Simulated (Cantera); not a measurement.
## Equilibrium for chemical vapour transport: B + HCl + O2

Feed: 1 mol B, 0.012 mol HCl, 1.3 mol O2, at 925 K and 0.0350 bar.

These are equilibrium values from Cantera (NASA tables, ideal gas, pure condensed phases), not measurements of a reactor. Candidate condensed phases: B, B2O3, B3O3H3, H2O; 33 gas species. Gases not in the tables: H3BO3. Equilibrium is a limit: real reactors are often held back by kinetics, nucleation or transport.

x(O2): 0.979
x(HCl): 0.0128
x(H2O): 0.00429
x(Cl2): 0.00427
x(Cl): 4.04e-5
x((HBO2)3): 2.19e-6
x(HBO2): 1.67e-6
n(B2O3(l)): 0.500 mol
gas amount: 0.5608 mol
log10 activity of B(s) (absent): -28.13
log10 activity of B3O3H3(s) (absent): -55.25
